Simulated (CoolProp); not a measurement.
50 sccm (0 °C, 1 atm) of nitrogen bubbles through liquid ethylbenzene at 306.1 K and leaves saturated at a total pressure of 0.0046 MPa (ideal gas phase). Each further row changes one setting.

Values from CoolProp's reference Helmholtz-energy equation of state, Zhou 2012.

| case | vapour pressure (kPa) | mole fraction of vapour | delivery (mg/min) | delivery (sccm) | change of delivery for a bath 1 K warmer (%) |
|---|---|---|---|---|---|
| as stated | 1.99 | 0.432 | 180 | 38.1 | (withheld) |
| bath temperature 311.1 K | (withheld) | (withheld) | (withheld) | 64.3 | 13 |
| total pressure 0.0092 MPa | 1.99 | 0.216 | 65.3 | 13.8 | (withheld) |

Task: What belongs in the gaps?

Result: 
- as stated, change of delivery for a bath 1 K warmer (%): 10
- bath temperature 311.1 K, vapour pressure (kPa): 2.59
- bath temperature 311.1 K, mole fraction of vapour: 0.563
- bath temperature 311.1 K, delivery (mg/min): 305
- total pressure 0.0092 MPa, change of delivery for a bath 1 K warmer (%): 7.1
